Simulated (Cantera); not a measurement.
An adiabatic, constant-volume homogeneous reactor starts with CO : H2 : O2 : N2 = 1 : 0.57 : 1.05 : 3.94 (molar parts), at 1523 K and 57000 Pa.

Detailed kinetics in Cantera: GRI-Mech 3.0 (53 species, 325 reactions).

### Question
Predict: time of steepest temperature rise; temperature at 0.400 s; equilibrium temperature; x(CO) at 0.400 s; x(H2) at 0.400 s; x(O2) at 0.400 s; x(NO) at 0.400 s; x(NO2) at 0.400 s.

### Answer
* **time of steepest temperature rise**: 31.2 µs
* **temperature at 0.400 s**: 2783 K
* **equilibrium temperature**: 2783 K
* **x(CO) at 0.400 s**: 0.0613 (gas-phase equilibrium 0.0613)
* **x(H2) at 0.400 s**: 0.00637 (gas-phase equilibrium 0.00637)
* **x(O2) at 0.400 s**: 0.0590 (gas-phase equilibrium 0.0590)
* **x(NO) at 0.400 s**: 0.0172 (gas-phase equilibrium 0.0172)
* **x(NO2) at 0.400 s**: 6.11e-6 (gas-phase equilibrium 6.11e-6)
